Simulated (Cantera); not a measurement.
Feed: 1 mol TiO₂, 2 mol HCl, at 0.100 bar.

Cantera equilibrium calculation (NASA polynomials, part measured and part estimated; ideal gas, pure solids and liquids). Candidate condensed phases: H₂O, Ti, TiCl₂, TiCl₃, TiCl₄, TiO, TiO₂, Ti₂O₃, Ti₃O₅, Ti₄O₇; 23 gas species. Rates play no part.

x: gas mole fraction; n: condensed amount in mol.

```
T (K)  x HCl      x Cl    x H₂O      x H₂  x TiCl₄   x TiCl₃  n TiO₂(rutile)
-----  -----  --------  -------  --------  -------  --------  --------------
1373   0.993  0.000505  0.00430  0.000294  0.00214   1.48e-5           0.996
1423   0.992       ___  0.00455       ___  0.00225       ___           0.995
1473   0.991   0.00125  0.00480  0.000663  0.00235   5.16e-5           0.995
1523   0.990   0.00187  0.00506  0.000964  0.00244   9.02e-5           0.995
1573   0.988   0.00273  0.00531   0.00137  0.00250  0.000151           0.995
1623   0.986   0.00388  0.00558   0.00191  0.00254  0.000244           0.994
1673   0.983   0.00541  0.00587   0.00261  0.00255  0.000378           0.994
1723   0.980       ___  0.00620       ___  0.00251       ___           0.994
1773   0.975   0.00990  0.00656   0.00464  0.00244  0.000802           0.993
1823   0.970    0.0130  0.00697   0.00605  0.00231   0.00110           0.993
```

Some entries are withheld; supply them.


- 1423, x Cl: 0.000808
- 1423, x H₂: 0.000447
- 1423, x TiCl₃: 2.82e-5
- 1723, x Cl: 0.00738
- 1723, x H₂: 0.00351
- 1723, x TiCl₃: 0.000562
